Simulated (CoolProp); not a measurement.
Values from CoolProp's reference Helmholtz-energy equation of state, Thol 2015.

### Question
Give the vapour pressure (MPa), liquid density (kg/m³), liquid cp (kJ/(kg K)) of saturated 1,2-dichloroethane at 404.5 K.

### Answer
| T (K) | p (MPa) | liquid density (kg/m³) | liquid cp (kJ/(kg K)) |
|---|---|---|---|
| 404.5 | 0.371 | 1080 | 1.44 |
